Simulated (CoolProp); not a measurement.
Vapour-liquid equilibrium of carbon dioxide (1) + propylene (2) at 233.5 K; x and y are mole fractions of (1).

Values from CoolProp's multi-fluid Helmholtz-energy mixture model, Span 1996 and Lemmon 2013; pair parameters Bell 2016.

| x | bubble pressure (bar) | y at the bubble point | dew pressure at overall composition x (bar) | liquid density (mol/L) |
|---|---|---|---|---|
| 0.05 | 2.288 | 0.388 | 1.509 | 14.57 |
| 0.15 | 3.814 | 0.655 | 1.679 | 15.24 |
| 0.25 | 5.078 | 0.758 | 1.892 | 15.96 |
| 0.35 | 6.096 | 0.813 | 2.164 | 16.75 |
| 0.45 | 6.910 | 0.848 | 2.525 | 17.63 |
| 0.55 | 7.579 | 0.874 | 3.027 | 18.61 |
| 0.65 | 8.162 | 0.897 | 3.768 | 19.73 |
| 0.75 | 8.712 | 0.919 | 4.952 | 21.02 |
| 0.85 | 9.271 | 0.945 | 6.956 | 22.52 |
| 0.95 | 9.864 | 0.978 | 9.368 | 24.31 |

No azeotrope shows between x = 0.05 and 0.95.

Pair parameters are fitted to limited data, so mixtures are less certain than the pure fluids.
